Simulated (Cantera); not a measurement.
Equilibrium for silicon nitride deposition: SiH2Cl2 + NH3 + N2

A closed system holds: 1 mol SiH2Cl2, a varied amount of NH3, 3.2 mol N2, equilibrated at 1525 K and 42.0 Pa.

Cantera equilibrium calculation (NASA polynomials, part measured and part estimated; ideal gas, pure solids and liquids). Candidate condensed phases: NH4Cl, Si, Si3N4; 28 gas species. The tables' values for SiCl3, SiCl are old estimates; treat these amounts as uncertain. The numbers say what is thermodynamically allowed, not how fast it happens.

| n(NH3) (mol) | log p H2 | log p N2 | log p SiCl2 | log p HCl | log p SiCl3 | n Si3N4(s) |
|---|---|---|---|---|---|---|
| 0.11 | -4.16 | -3.61 | -4.26 | -4.30 | -6.16 | 0.105 |
| 0.2 | -4.12 | -3.62 | -4.29 | -4.30 | -6.19 | 0.110 |
| 0.35 | -4.06 | -3.63 | -4.32 | -4.29 | -6.25 | 0.117 |
| 0.61 | -3.98 | -3.65 | -4.38 | -4.29 | -6.35 | 0.128 |
| 1.1 | -3.88 | -3.69 | -4.48 | -4.30 | -6.51 | 0.144 |
| 1.9 | -3.79 | -3.73 | -4.61 | -4.33 | -6.72 | 0.162 |
| 3.3 | -3.70 | -3.78 | -4.79 | -4.39 | -7.00 | 0.184 |
| 5.9 | -3.63 | -3.84 | -5.03 | -4.50 | -7.38 | 0.210 |
| 10 | -3.59 | -3.88 | -5.30 | -4.62 | -7.80 | 0.234 |
log p: log10 of the partial pressure in bar; n: condensed amount in mol.

From 0.11 mol NH3 to 10 mol NH3 the condensed part is Si3N4(s). The main Si-bearing gas is SiCl2 throughout. The share of Si in condensed phases is highest at 10 mol NH3 (70.2 %) and lowest at 0.11 mol NH3 (31.4 %).
